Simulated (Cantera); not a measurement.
A perfectly stirred reactor is fed with CO : H2 : O2 : N2 = 1 : 0.81 : 1.19 : 4.48 (molar parts), at 0.370 bar; it is adiabatic with a 773 K inlet, and is followed from long to short residence time, starting on the burning branch (τ in s: 0.21, 0.087, 0.036, 0.015, 0.0063, 0.0026, 0.0011, 0.00045, 0.00019, 7.8e-05, 3.2e-05).

Model: GRI-Mech 3.0 (53 species, 325 reactions), integrated in Cantera.

Q: Predict: blow-out, bracketed by the residence times tried; x(CO) at τ = 0.210 s; x(H2) at τ = 0.210 s; x(O2) at τ = 0.210 s; x(NO) at τ = 0.210 s; x(O) at τ = 0.210 s; x(CO) at τ = 2.60 ms; x(H2) at τ = 2.60 ms; x(O2) at τ = 2.60 ms; x(NO) at τ = 2.60 ms; x(O) at τ = 2.60 ms.

A: 
| Property | Value |
|---|---|
| blow-out, bracketed by the residence times tried | burning at 78.0 µs, out at 32.0 µs |
| x(CO) at τ = 0.210 s | 0.0200 |
| x(H2) at τ = 0.210 s | 0.00299 |
| x(O2) at τ = 0.210 s | 0.0475 |
| x(NO) at τ = 0.210 s | 0.00623 |
| x(O) at τ = 0.210 s | 0.00302 |
| x(CO) at τ = 2.60 ms | 0.0448 |
| x(H2) at τ = 2.60 ms | 0.00900 |
| x(O2) at τ = 2.60 ms | 0.0615 |
| x(NO) at τ = 2.60 ms | 0.000138 |
| x(O) at τ = 2.60 ms | 0.0131 |
